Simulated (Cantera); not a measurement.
Standard-state values (1 bar) from the NASA 1993 polynomials, evaluated with Cantera. Values are per mole of reaction as written; species without (g) are pure solids or liquids, kept so even where they would boil at 1 bar.

Q: Between 423 and 2223 K, where is each reaction favourable under standard conditions?
- 2 H(g) + CaBr2 → Ca(g) + 2 HBr(g)
- CaBr2 + 2 H(g) → 2 HBr(g) + Ca

A: 
- 2 H(g) + CaBr2 → Ca(g) + 2 HBr(g): ΔG° is 271 kJ at 423 K and 75 kJ at 2223 K; it stays positive (K < 1). ΔH° is 216 kJ and ΔS° 63 J/K at 2223 K.
- CaBr2 + 2 H(g) → 2 HBr(g) + Ca: ΔG° is 141 kJ at 423 K and 111 kJ at 2223 K; it stays positive (K < 1). ΔH° is 74 kJ and ΔS° -17 J/K at 2223 K.
